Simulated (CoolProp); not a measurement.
Vapour-liquid equilibrium of n-perfluorobutane (1) + R365MFC (2) at 351 kPa; x and y are mole fractions of (1).

The numbers come from the multi-fluid Helmholtz-energy mixture model, Gao 2022 and Lemmon 2016; pair parameters Bell 2016 in CoolProp.

Give the bubble temperature and the first vapour's composition at x = 0.35, 0.8, 0.95. Is there an azeotrope?

x = 0.35: 42.5 °C, y = 0.732; x = 0.8: 35.6 °C, y = 0.874; x = 0.95: 34.1 °C, y = 0.960. No azeotrope shows between x = 0.05 and 0.95.

Pair parameters are fitted to limited data, so mixtures are less certain than the pure fluids. With so large a gap from Raoult's law the liquid may split in two, which this calculation doesn't test in full.
